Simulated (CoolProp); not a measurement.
A Linde-Hampson liquefier for ethane: isothermal reversible compression at 320 K from 1 atm to 15 MPa, throttling to 1 atm, return gas leaving the recuperator 10 K below the feed. Each further row changes one setting.

The numbers come from the reference Helmholtz-energy equation of state, Bücker 2006 in CoolProp.

| case | liquid yield per pass | compression work (kJ/kg of gas) |
|---|---|---|
| as stated | [?] | 353 |
| high pressure 30 MPa | [?] | [?] |
| warm-end temperature 350 K | 0.342 | [?] |
| warm-end gap 15 K | [?] | 353 |

Problem. Complete the blanks.

Solution. 
- as stated, liquid yield per pass: 0.443
- high pressure 30 MPa, liquid yield per pass: 0.453
- high pressure 30 MPa, compression work (kJ/kg of gas): 390
- warm-end temperature 350 K, compression work (kJ/kg of gas): 414
- warm-end gap 15 K, liquid yield per pass: 0.435
